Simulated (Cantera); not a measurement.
Input (Python, Cantera):

```python
import numpy as np
import cantera as ct

gas = ct.Solution("h2o2.yaml")
gas.TPX = 1248, 100000, {'H2': 1, 'O2': 0.588, 'N2': 2.21}
reactor = ct.IdealGasConstPressureReactor(gas, energy="on", clone=False)
net = ct.ReactorNet([reactor])
net.rtol, net.atol = 1e-08, 1e-16
show = ['H2', 'O2', 'OH', 'H', 'O', 'H2O']
times = np.geomspace(3e-06, 1, 14)

steps = ct.SolutionArray(gas, extra=["t"])
rows = []
print(f"{'t/s':>10s}{'T/K':>9s}{'P/Pa':>11s}" + "".join(f"{s:>11s}" for s in show))
for t in times:
    while net.time < t:
        t_next = net.step()
        steps.append(gas.state, t=t_next)
    rows.append([np.interp(t, steps.t, y) for y in (steps.T, steps.P, *steps(*show).X.T)])
    print(f"{t:10.3e}{rows[-1][0]:9.1f}{rows[-1][1]:11.4g}" + "".join(f"{x:11.3e}" for x in rows[-1][2:]))
rate = np.gradient(steps.T, steps.t)
print("integrator steps:", len(steps.t))
if steps.T.max() > steps.T[0] + 200:
    print(f"time of steepest temperature rise: {steps.t[rate.argmax()]:.4e} s")
gas.TPX = 1248, 100000, {'H2': 1, 'O2': 0.588, 'N2': 2.21}
gas.equilibrate("HP")
print(f"equilibrium (HP): T = {gas.T:.1f} K  " + "  ".join(f"{s} {gas[s].X[0]:.3e}" for s in show))
```

Result:

```
       t/s      T/K       P/Pa         H2         O2         OH          H          O        H2O
 3.000e-06   1248.0      1e+05  2.633e-01  1.548e-01  2.756e-09  3.300e-08  4.629e-09  1.981e-08
 7.979e-06   1248.0      1e+05  2.633e-01  1.548e-01  3.541e-08  4.000e-07  6.067e-08  4.555e-07
 2.122e-05   1248.3      1e+05  2.630e-01  1.547e-01  1.461e-05  1.588e-04  2.423e-05  2.077e-04
 5.645e-05   2110.6      1e+05  4.405e-02  4.150e-02  2.689e-02  4.937e-02  2.155e-02  1.978e-01
 1.501e-04   2588.4      1e+05  3.037e-02  3.254e-02  2.909e-02  1.626e-02  1.011e-02  2.381e-01
 3.993e-04   2720.0      1e+05  2.366e-02  2.995e-02  2.683e-02  9.652e-03  6.952e-03  2.524e-01
 1.062e-03   2722.3      1e+05  2.353e-02  2.991e-02  2.678e-02  9.547e-03  6.899e-03  2.527e-01
 2.825e-03   2722.3      1e+05  2.353e-02  2.991e-02  2.678e-02  9.547e-03  6.899e-03  2.527e-01
 7.513e-03   2722.3      1e+05  2.353e-02  2.991e-02  2.678e-02  9.547e-03  6.899e-03  2.527e-01
 1.998e-02   2722.3      1e+05  2.353e-02  2.991e-02  2.678e-02  9.547e-03  6.899e-03  2.527e-01
 5.315e-02   2722.3      1e+05  2.353e-02  2.991e-02  2.678e-02  9.547e-03  6.899e-03  2.527e-01
 1.414e-01   2722.3      1e+05  2.353e-02  2.991e-02  2.678e-02  9.547e-03  6.899e-03  2.527e-01
 3.760e-01   2722.3      1e+05  2.353e-02  2.991e-02  2.678e-02  9.547e-03  6.899e-03  2.527e-01
 1.000e+00   2722.3      1e+05  2.353e-02  2.991e-02  2.678e-02  9.547e-03  6.899e-03  2.527e-01
integrator steps: 1265
time of steepest temperature rise: 3.5556e-05 s
equilibrium (HP): T = 2722.3 K  H2 2.353e-02  O2 2.991e-02  OH 2.678e-02  H 9.547e-03  O 6.899e-03  H2O 2.527e-01
```

Computed with Cantera and the H2/O2 subset of GRI-Mech 3.0, which has no nitrogen chemistry.
